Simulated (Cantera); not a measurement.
Charge: 1 mol MgO, 0.02 mol N2, held at 1900 K and 33.0 Pa.

Cantera equilibrium calculation (NASA polynomials, part measured and part estimated; ideal gas, pure solids and liquids). Candidate condensed phases: Mg, MgO; 13 gas species. Kinetics and transport are ignored.

**Question.** What is the equilibrium state?

**Answer.** x(N2): 0.996
x(Mg): 0.00254
x(O2): 0.000830
x(O): 0.000473
x(NO): 0.000405
x(MgO): 7.88e-6
n(MgO(s)): 1.000 mol
gas amount: 0.02008 mol
log10 activity of Mg(l) (absent): -7.42
